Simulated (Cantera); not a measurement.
Charge: 1 mol BN, 9.3 mol Cl2, at 10.0 Torr.

Method: chemical equilibrium by Gibbs-energy minimisation in Cantera with the NASA 1993 tables (ideal gas, pure condensed phases). Candidate condensed phases: B, BN; 10 gas species. The tables' values for BCl2 are old estimates; treat these amounts as uncertain. The numbers say what is thermodynamically allowed, not how fast it happens. All values below are at 1477 °C.

Base state: Cl 0.772, Cl2 0.129, BCl3 0.0660, N2 0.0330, BCl2 2.36e-5 (mole fractions); condensed: gas only.

Question: What changes in the equilibrium state with this change: 0.11 mol O2 added?

Answer: 
```
species   before    after
-------  -------  -------
Cl         0.772    0.774
Cl2        0.129    0.130
BCl3      0.0660   0.0502
BOCl           0   0.0141
N2        0.0330   0.0322
B2O3           0  1.88e-5
BCl2     2.36e-5  1.79e-5
```
The tables' values for BOCl, BCl2 are old estimates; treat these amounts as uncertain. Further candidate phases: B2O3.
